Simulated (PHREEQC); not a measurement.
A made-up water analysis in mg/L, 20 °C, pH 6.34, pe 9.2:

```csv
constituent,mg/L
Na,36.9
K,20
Ca,32.4
Mg,4.99
Cl,38.4
S(6) as SO4,40.7
Alkalinity as HCO3,130
Li,0.355
```

Na is adjusted to close the charge balance.
Valence states are taken as typed.

Equilibrium calculation in PHREEQC: ion-association model, wateq4f.dat.

Question: The ionic strength comes out as 0.00530 mol/kgw. What activity coefficients do MgHCO3+, Ca+2, K+, Cl-, CaHCO3+ get?

Answer: MgHCO3+ 0.92, Ca+2 0.74, K+ 0.92, Cl- 0.92, CaHCO3+ 0.93.

No solid was allowed to form. Species that the database lacks are ignored.
